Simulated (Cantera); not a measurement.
Input: 1 mol MgCO3, 5.9 mol H2O, 0.017 mol O2, at 1 atm.

Cantera equilibrium calculation (NASA polynomials, part measured and part estimated; ideal gas, pure solids and liquids). Candidate condensed phases: C, C6H6, C7H8, C8H18, H2O, Mg, MgCO3, MgO, Mg(OH)2; 116 gas species. The numbers say what is thermodynamically allowed, not how fast it happens.

log p: log10 of the partial pressure in bar; n: condensed amount in mol.

```csv
T (K),log p H2O,log p CO2,log p O2,log p OH,log p H2,n MgCO3(s),n MgO(s)
575,-0.01,-1.54,-2.55,<-11,<-11,0.826,0.174
675,-0.06,-0.83,-2.60,-11.03,<-11,0,1.00
775,-0.06,-0.83,-2.60,[?],<-11,0,1.00
875,-0.06,-0.83,-2.60,[?],-10.67,0,1.00
975,-0.06,-0.83,-2.60,[?],-9.15,0,1.00
1075,-0.06,-0.83,-2.60,[?],-7.92,0,1.00
1175,-0.06,-0.83,-2.60,[?],-6.89,0,1.00
1275,-0.06,-0.83,-2.60,[?],-6.02,0,1.00
1375,-0.06,-0.83,-2.60,[?],-5.28,0,1.00
1475,-0.06,-0.83,-2.60,[?],-4.63,0,1.000
1575,-0.06,-0.83,-2.60,[?],-4.07,0,1.000
```

Task: Complete the blanks.

Result: 
- 775, log p OH: -9.41
- 875, log p OH: -8.16
- 975, log p OH: -7.17
- 1075, log p OH: -6.36
- 1175, log p OH: -5.69
- 1275, log p OH: -5.12
- 1375, log p OH: -4.64
- 1475, log p OH: -4.22
- 1575, log p OH: -3.85
